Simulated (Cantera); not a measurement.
## Thermodynamics of aluminium and copper etching, feed Al + Cl2 + N2

Input: 1 mol Al, a varied amount of Cl2, 0.38 mol N2, equilibrated at 1348.15 K and 3600 Pa.

Method: chemical equilibrium by Gibbs-energy minimisation in Cantera with the NASA 1993 tables (ideal gas, pure condensed phases). Candidate condensed phases: Al, AlCl3, AlN; 11 gas species. The tables' values for AlCl2 are old estimates; treat these amounts as uncertain. The numbers say what is thermodynamically allowed, not how fast it happens.

At 0.64 mol Cl2 the condensed part is AlN(s). From 1.9 mol Cl2 to 8.1 mol Cl2 nothing is condensed. The main Al-bearing gas is AlCl3 throughout.

```json
[
 {"n(Cl2) (mol)": "0.64", "log p AlCl3": "-1.53", "log p Cl2": "-10.54", "log p N2": "-2.19", "log p Cl": "-6.99", "log p AlCl2": "-3.72", "log p AlCl": "-4.73", "n AlN(s)": "0.572"},
 {"n(Cl2) (mol)": "1.9", "log p AlCl3": "-1.70", "log p Cl2": "-2.15", "log p N2": "-2.12", "log p Cl": "-2.80", "log p AlCl2": "-8.08", "log p AlCl": "-13.29", "n AlN(s)": "0"},
 {"n(Cl2) (mol)": "3.1", "log p AlCl3": "-1.93", "log p Cl2": "-1.76", "log p N2": "-2.35", "log p Cl": "-2.61", "log p AlCl2": "-8.50", "log p AlCl": "<-13", "n AlN(s)": "0"},
 {"n(Cl2) (mol)": "4.4", "log p AlCl3": "-2.09", "log p Cl2": "-1.66", "log p N2": "-2.51", "log p Cl": "-2.55", "log p AlCl2": "-8.72", "log p AlCl": "<-13", "n AlN(s)": "0"},
 {"n(Cl2) (mol)": "5.6", "log p AlCl3": "-2.20", "log p Cl2": "-1.61", "log p N2": "-2.62", "log p Cl": "-2.53", "log p AlCl2": "-8.85", "log p AlCl": "<-13", "n AlN(s)": "0"},
 {"n(Cl2) (mol)": "6.9", "log p AlCl3": "-2.29", "log p Cl2": "-1.59", "log p N2": "-2.71", "log p Cl": "-2.52", "log p AlCl2": "-8.95", "log p AlCl": "<-13", "n AlN(s)": "0"},
 {"n(Cl2) (mol)": "8.1", "log p AlCl3": "-2.36", "log p Cl2": "-1.57", "log p N2": "-2.78", "log p Cl": "-2.51", "log p AlCl2": "-9.03", "log p AlCl": "<-13", "n AlN(s)": "0"}
]
```
log p: log10 of the partial pressure in bar; n: condensed amount in mol.
